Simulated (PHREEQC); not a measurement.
Dissolve 0.012 mol CaCl2 and 0.0021 mol CO2 per kg of water at 18 °C. Closed to the air; pH follows from the charge balance.

Computed with PHREEQC (ion-association model, phreeqc.dat).

pH: 4.52
ionic strength: 0.0360 mol/kgw
specific conductance: 2330 µS/cm

```tsv
species	molality	activity	log γ
Cl-	0.0240	0.0201	-0.077
Ca+2	0.0120	0.00621	-0.286
CO2	0.00206	0.00208	0.004
H+	3.49e-5	3.03e-5	-0.061
HCO3-	3.26e-5	2.76e-5	-0.072
CaHCO3+	2.27e-6	1.93e-6	-0.070
```

This is a speciation only: nothing precipitates in the calculation.
